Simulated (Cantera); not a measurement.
Feed: 1 mol CaCO3, 5.9 mol CO2, 0.027 mol H2, 0.63 mol C, held at 773.15 K and 10000 Pa.

Equilibrium computed with Cantera from the NASA thermochemical tables; the gas is ideal and each condensed phase is pure. Candidate condensed phases: C, C6H6, C7H8, C8H18, Ca, CaCO3, CaO, Ca(OH)2, H2O; 115 gas species. Equilibrium is a limit: real reactors are often held back by kinetics, nucleation or transport.

Base state: CO2 0.813, CO 0.183, H2 0.00222, H2O 0.00192 (mole fractions); condensed: C(graphite) + CaCO3(calcite).

**Question.** What changes in the equilibrium state with this change: temperature from 773.15 K to 1150 K?

**Answer.** 
```csv
species,before,after
CO2,0.813,0.827
CO,0.183,0.170
H2O,0.00192,0.00305
H2,0.00222,0.000526
"C(graphite), mol",0.0402,0
"CaCO3(calcite), mol",1.00,0
"CaO(s), mol",0,1.00
```
